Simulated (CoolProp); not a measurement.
Saturation properties of hexamethyldisiloxane (MM).

Values from CoolProp's reference Helmholtz-energy equation of state, Thol 2016.

```tsv
T (°C)	p (bar)	liquid density (kg/m³)	vapour density (kg/m³)
2.55	0.01589	782.9	0.1129
7.85	[?]	777.4	[?]
13.15	0.02963	771.9	0.2032
18.45	0.03963	766.4	0.2671
23.85	0.05259	760.7	0.3484
29.15	0.06857	755.1	[?]
34.45	0.08841	749.5	0.5677
39.75	0.1128	[?]	[?]
45.05	0.1424	[?]	0.8881
```

Question: Fill in the missing entries.

Answer: 
- 7.85, p (bar): 0.02186
- 7.85, vapour density (kg/m³): 0.1525
- 29.15, vapour density (kg/m³): 0.4472
- 39.75, liquid density (kg/m³): 743.8
- 39.75, vapour density (kg/m³): 0.7134
- 45.05, liquid density (kg/m³): 738.1

It boils at 100.5 °C under 1 atm.
